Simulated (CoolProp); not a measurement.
Vapour-liquid equilibrium of R22 (1) + n-hexane (2) at 315.1 K; x and y are mole fractions of (1).

The numbers come from the multi-fluid Helmholtz-energy mixture model, Kamei 1995 and Thol 2019; pair parameters Bell 2016 in CoolProp.

```csv
x,bubble pressure (MPa),y at the bubble point,dew pressure at overall composition x (MPa),liquid density (mol/L)
0.05,0.1417,0.719,0.04229,7.601
0.125,0.2904,0.865,0.04593,7.891
0.2,0.4310,0.911,0.05025,8.198
0.275,0.5609,0.934,0.05545,8.522
0.35,0.6796,0.947,0.06184,8.865
0.425,0.7880,0.956,0.06987,9.228
0.5,0.8881,0.963,0.08029,9.615
0.575,0.9830,0.969,0.09433,10.03
0.65,1.076,0.974,0.1143,10.46
0.725,1.171,0.978,0.1450,10.93
0.8,1.273,0.983,0.1981,11.43
0.875,1.384,0.989,0.3122,11.97
0.95,1.512,0.995,0.7120,12.55
```

No azeotrope shows between x = 0.05 and 0.95.

The pair parameters rest on a limited set of measurements; away from them the model extrapolates. The gap from Raoult's law changes sign with composition, which may be real or a fault of the pair parameters; it wasn't checked against measurements.
